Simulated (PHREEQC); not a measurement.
TMAH is added in steps, without added water, to 1 kg of water holding 0.021 mol NaHCO3 and 0.12 mol K2HPO4, at 20 °C. O2 is buffered at 0.21 atm. No CO2 enters from the air. Solids allowed: Nahcolite, Natron. Others were left out.

Base run: PHREEQC, ion-association model, wateq4f.dat. Each further column changes one thing. The table gives PO4-3 (mol/kgw).

```tsv
TMAH added (mol)	base	database phreeqc.dat	all activity coefficients set to 1	Davies equation for every ion	metal-ligand complexes left out
0	0.000122	0.000170	3.86e-5	0.000107	0.000148
0.00575	0.000689	0.000926	0.000241	0.000601	0.000805
0.0115	0.00178	0.00231	0.000689	0.00157	0.00203
0.023	0.00664	0.00761	0.00406	0.00620	0.00707
0.02875	0.0106	0.0116	0.00770	0.0101	0.0110
0.0345	0.0152	0.0161	0.0119	0.0147	0.0155
0.04025	0.0201	0.0210	0.0162	0.0196	0.0204
0.05175	0.0304	0.0313	0.0249	0.0298	0.0307
0.0575	0.0356	0.0365	0.0291	0.0349	0.0359
0.06325	0.0408	0.0418	0.0333	0.0400	0.0411
0.069	0.0460	0.0471	0.0373	0.0451	0.0463
0.0805	0.0563	0.0577	0.0451	0.0550	0.0566
0.08625	0.0613	0.0629	0.0488	0.0598	0.0617
0.092	0.0663	0.0680	0.0523	0.0644	0.0667
```

(CH3)4N+ isn't in the database: it is added as a free cation with an ion size of 4 Å. H3PO4, which wateq4f.dat lacks, is added to it with the constant of phreeqc.dat. phreeqc.dat and wateq4f.dat share most of their constants, so their agreement is no independent check.
